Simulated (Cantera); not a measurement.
**Thermodynamics of chlorosilane synthesis and conversion, feed SiCl4 + HCl + H2**

Charge: 1 mol SiCl4, 0.75 mol HCl, 2.2 mol H2, equilibrated at 6.50 bar.

Cantera equilibrium calculation (NASA polynomials, part measured and part estimated; ideal gas, pure solids and liquids). Candidate condensed phases: Si; 19 gas species. The tables' values for SiCl3 are old estimates; treat these amounts as uncertain. The numbers say what is thermodynamically allowed, not how fast it happens.

```
T (K)   x H2  x SiCl4  x HCl  x SiHCl3   x SiCl3   x SiCl2
-----  -----  -------  -----  --------  --------  --------
748    0.557    0.253  0.190  0.000325   3.85e-8  1.11e-12
798    0.556    0.253  0.191  0.000649   2.27e-7  2.31e-11
848    0.556    0.252  0.191   0.00119   1.08e-6  3.34e-10
898    0.555    0.251  0.192   0.00202   4.29e-6   3.54e-9
948    0.554    0.250  0.193   0.00323   1.46e-5   2.89e-8
998    0.552    0.248  0.195   0.00488   4.36e-5   1.88e-7
1048   0.550    0.246  0.197   0.00702  0.000116   1.01e-6
1098   0.547    0.243  0.200   0.00968  0.000281   4.56e-6
1148   0.543    0.240  0.203    0.0128  0.000621   1.78e-5
1198   0.539    0.235  0.208    0.0164   0.00127   6.05e-5
1248   0.534    0.230  0.213    0.0203   0.00241  0.000183
1298   0.528    0.223  0.220    0.0242   0.00429  0.000493
1348   0.521    0.215  0.228    0.0279   0.00717   0.00120
1398   0.512    0.205  0.237    0.0311    0.0113   0.00264
```
x: gas mole fraction; nothing condenses.

From 748 K to 1398 K nothing is condensed. The main Si-bearing gas is SiCl4 throughout.
